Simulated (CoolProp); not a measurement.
Vapour-liquid equilibrium of acetone (1) + water (2) at 465.4 K; x and y are mole fractions of (1).

Computed with CoolProp (multi-fluid Helmholtz-energy mixture model, Lemmon 2006 and Wagner 2002; pair parameters Bell 2016).

```csv
x,"bubble pressure, mixture model (MPa)","bubble pressure, Raoult's law (MPa)","y, mixture model","y, Raoult's law"
0.05,1.525,1.374,0.164,0.089
0.15,1.833,1.486,0.349,0.246
0.25,2.031,1.597,0.450,0.381
0.35,2.163,1.709,0.518,0.498
0.45,2.258,1.820,0.575,0.602
0.55,2.333,1.931,0.632,0.693
0.65,2.391,2.043,0.695,0.774
0.75,2.430,2.154,0.768,0.847
0.85,2.448,2.266,0.852,0.913
0.95,2.443,2.377,0.948,0.972
```

The largest gap from Raoult's law is +27.2 % in bubble pressure, at x = 0.25. y crosses x between x = 0.85 and 0.95: the model has an azeotrope there.

Pair parameters are fitted to limited data, so mixtures are less certain than the pure fluids.
